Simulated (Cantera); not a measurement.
Charge: 1 mol Cu2O, 1.7 mol CO, 0.6 mol H2, held at 2125 K and 1 atm.

These are equilibrium values from Cantera (NASA tables, ideal gas, pure condensed phases), not measurements of a reactor. Candidate condensed phases: C, C6H6, C7H8, C8H18, Cu, CuO, Cu(OH)2, Cu2O, H2O; 113 gas species. Equilibrium is a limit: real reactors are often held back by kinetics, nucleation or transport.

**Question.** What is the equilibrium state?

**Answer.** 
```
Property                                    Value
--------------------------------------  ---------
x(CO)                                       0.485
x(CO2)                                      0.245
x(H2O)                                      0.184
x(H2)                                      0.0726
x(Cu)                                      0.0127
x(H)                                     0.000972
x(OH)                                    0.000306
x(Cu2)                                    7.78e-5
x(O2)                                     3.13e-6
n(Cu(l))                                 1.97 mol
gas amount                              2.331 mol
log10 activity of C(graphite) (absent)      -4.85
```
